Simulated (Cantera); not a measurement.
Hydrocarbon pyrolysis for carbon deposition

An isothermal, constant-pressure homogeneous reactor starts with 1.89 % C₂H₆, 98.1 % N₂, at 1148 K and 398 Torr.

Cantera simulation using GRI-Mech 3.0 (53 species, 325 reactions); the numbers are that mechanism's predictions, not measurements. GRI-Mech 3.0 stops at C3 and has no aromatics, soot or wall deposition, so with more carbon than oxygen in the feed, carbon stays in small species such as C2H2 where larger ones or solid carbon would form.

```
t (s)       x C₂H₆    x C₂H₄    x CH₃      x H₂      x H     x CH₄
--------  --------  --------  -------  --------  -------  --------
0.000800    0.0188   1.65e-5  3.12e-6   1.63e-5  1.84e-7   2.06e-6
0.00309     0.0185  0.000304  6.77e-6  0.000298  5.59e-7   1.92e-5
0.0120      0.0169   0.00181  7.17e-6   0.00179  6.42e-7  0.000117
0.0463      0.0114   0.00678  5.61e-6   0.00697  7.58e-7  0.000504
0.179      0.00217    0.0137  2.02e-6    0.0169  7.53e-7   0.00141
0.692     0.000119    0.0123  3.99e-7    0.0217  2.50e-7   0.00177
2.67       3.45e-5   0.00920  2.12e-7    0.0247  1.47e-7   0.00187
10.3       2.34e-5   0.00578  1.85e-7    0.0277  1.30e-7   0.00207
40.0       1.99e-5   0.00498  1.93e-7    0.0278  1.12e-7   0.00253
```
x: mole fraction; the columns are a selection and need not sum to one.

Equilibrium at this temperature and pressure: C₂H₆ 2.97e-6, C₂H₄ 0.000955, CH₃ 1.36e-7, H₂ 0.0202, H 1.41e-8, CH₄ 0.0104 (gas phase only).
